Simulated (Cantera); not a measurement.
# Ignition delay

Mixture: 7.56 % CH4, 19.4 % O2, 72.9 % N2, 0.204 % C2H6, equivalence ratio 0.82, at 42000 Pa, adiabatic and at constant pressure. Ignition delay is the time to a rise of 400 K.

Model: GRI-Mech 3.0 (53 species, 325 reactions), integrated in Cantera.

```csv
T0 (K),delay (ms)
1200,38.9
1250,19.3
1300,9.82
1350,5.15
1400,2.80
1450,1.59
1500,0.952
1550,0.601
```

| Property | Value |
|---|---|
| apparent activation energy between 1450 and 1550 K | 180 kJ/mol |
